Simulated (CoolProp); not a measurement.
Saturation properties of R236EA (Tc = 412.4 K, pc = 3.414 MPa, ω = 0.368).

The numbers come from the reference Helmholtz-energy equation of state, Rui 2013 in CoolProp.

```tsv
T (K)	p (MPa)	enthalpy of vaporisation (kJ/kg)	vapour viscosity (µPa s)
283.7	0.1207	163.2	10.3
291.2	___	159.3	10.6
298.8	0.2106	155.3	___
306.3	0.2712	151.2	___
313.8	0.3443	147.0	11.4
321.4	___	142.5	11.7
328.9	0.5363	137.8	___
336.5	0.6592	132.8	___
344	0.8003	___	12.5
351.6	0.9654	121.7	12.9
359.1	1.152	115.5	13.3
366.6	___	108.8	13.8
374.2	1.611	101.2	14.4
381.7	1.884	92.77	15.2
389.3	2.196	82.80	16.2
```

Q: Fill in the missing entries.

A: 
- 291.2, p (MPa): 0.1605
- 298.8, vapour viscosity (µPa s): 10.9
- 306.3, vapour viscosity (µPa s): 11.1
- 321.4, p (MPa): 0.4329
- 328.9, vapour viscosity (µPa s): 11.9
- 336.5, vapour viscosity (µPa s): 12.2
- 344, enthalpy of vaporisation (kJ/kg): 127.5
- 366.6, p (MPa): 1.365

It boils at 279.3 K under 1 atm.

Viscosity comes from a separate model (Huber 2003), an estimate that may be off by 10 % or more.
